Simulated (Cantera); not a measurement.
Equilibrium for silicon nitride deposition: SiHCl₃ + NH₃ + H₂

Feed: 1 mol SiHCl₃, 0.15 mol NH₃, 0.23 mol H₂, held at 575 °C.

Cantera equilibrium calculation (NASA polynomials, part measured and part estimated; ideal gas, pure solids and liquids). Candidate condensed phases: NH₄Cl, Si, Si₃N₄; 28 gas species. The tables' values for SiCl₃ are old estimates; treat these amounts as uncertain. Equilibrium is a limit: real reactors are often held back by kinetics, nucleation or transport.

```tsv
P (Pa)	x H₂	x SiCl₄	x SiHCl₃	x HCl	x SiCl₃	n Si(s)	n Si₃N₄(s)
5	0.534	0.416	0.0110	0.0326	0.00369	0.143	0.0375
21	0.539	0.418	0.0159	0.0229	0.00259	0.138	0.0375
85	0.541	0.418	0.0226	0.0162	0.00182	0.133	0.0375
350	0.541	0.414	0.0320	0.0113	0.00127	0.128	0.0375
1400	0.538	0.407	0.0446	0.00797	0.000888	0.121	0.0375
5900	0.533	0.397	0.0624	0.00550	0.000608	0.113	0.0375
24000	0.526	0.383	0.0856	0.00381	0.000416	0.102	0.0375
100000	0.514	0.363	0.116	0.00260	0.000280	0.0876	0.0375
```
x: gas mole fraction; n: condensed amount in mol.

From 5.00 Pa to 1.00 bar the condensed part is Si(s) + Si₃N₄(s). The main Si-bearing gas is SiCl₄ throughout. The share of Si in condensed phases is highest at 5.00 Pa (25.6 %) and lowest at 1.00 bar (20.0 %).
